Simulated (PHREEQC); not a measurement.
## Alkaline etch or developer (model solution)

Dissolve 0.024 mol/kgw NaOH and 0.0035 mol/kgw K2SiO3 at 25 °C. Closed to the air; pH follows from the charge balance.

Computed with PHREEQC (ion-association model, phreeqc.dat).

Each row changes one thing in this solution. This is a speciation only: nothing precipitates in the calculation.

```tsv
case	pH	ionic strength (mol/kgw)
as made	12.35	0.0317
K2SiO3 from 0.0035 to 0.0175 mol/kgw	___	___
NaOH from 0.024 to 0.24 mol/kgw	13.22	0.250
K2SiO3 left out	___	0.0240
K2SiO3 replaced by K2HPO4 at the same molality	12.25	___
temperature from 25 to 10 °C	___	0.0318
```

### Question
Some entries are withheld; supply them.

### Answer

- K2SiO3 from 0.0035 to 0.0175 mol/kgw, pH: 12.46
- K2SiO3 from 0.0035 to 0.0175 mol/kgw, ionic strength (mol/kgw): 0.0636
- K2SiO3 left out, pH: 12.31
- K2SiO3 replaced by K2HPO4 at the same molality, ionic strength (mol/kgw): 0.0391
- temperature from 25 to 10 °C, pH: 12.88

Species that the database lacks are ignored. Constants without temperature data keep their 25 °C values here.
